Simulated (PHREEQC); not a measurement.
0.21 g of hydrous ferric oxide (600 m²/g; 0.2 weak and 0.005 strong sites per Fe, Dzombak-Morel constants, diffuse double layer) in 1 kg of water with 0.005 mol/kgw of an inert sodium salt, at 25 °C; the pH is set by adding NaOH or the inert anion's acid. O2 is buffered at 0.21 atm. CO2 from the air is kept out. Nothing may precipitate in this run.

Equilibrium calculation in PHREEQC: ion-association model, wateq4f.dat.

```tsv
pH	surface charge σ (C/m²)	surface potential ψ (mV)
4	0.183	194
4.5	0.131	177
5.5	0.060	137
6	0.038	114
6.5	0.023	89
7.5	0.006	34
8	0.001	6
8.5	-0.004	-22
9.5	-0.018	-77
10	-0.030	-103
10.5	-0.050	-127
11.5	-0.132	-164
12	-0.215	-172
```

Species that the database lacks are ignored.
